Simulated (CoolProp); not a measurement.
Model: reference Helmholtz-energy equation of state, Gao 2016, in CoolProp.

Q: Give the vapour pressure (kPa), liquid density (kg/m³), vapour density (kg/m³), enthalpy of vaporisation (kJ/kg) of saturated sulfur dioxide at 328.8, 337.8, 355.7 K.

A: 
| T (K) | p (kPa) | liquid density (kg/m³) | vapour density (kg/m³) | enthalpy of vaporisation (kJ/kg) |
|---|---|---|---|---|
| 328.8 | 982 | 1280 | 26.4 | 322 |
| 337.8 | 1240 | 1250 | 33.3 | 311 |
| 355.7 | 1910 | 1180 | 51.5 | 286 |
